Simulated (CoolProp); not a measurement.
The fluid at 361.08 K and 2.1 MPa is throttled through a valve to 0.679 MPa with no heat exchange. The same conditions are run with several fluids, on thermodynamics alone (safety and materials aside).

The numbers come from the reference Helmholtz-energy equation of state of each fluid (n-perfluorobutane: Gao 2022; n-butane: Bücker 2006; benzene: Thol 2012; cyclopentane: Gedanitz 2015; ethanol: Schroeder 2014) in CoolProp.

| fluid | temperature change (K) | final phase | final density (kg/m³) |
|---|---|---|---|
| n-perfluorobutane | -30.2 | two-phase, vapour fraction 0.509 | 136 |
| n-butane | -25.4 | two-phase, vapour fraction 0.222 | 67.6 |
| benzene | +0.5 | liquid | 805 |
| cyclopentane | +0.4 | liquid | 674 |
| ethanol | +0.3 | liquid | 727 |
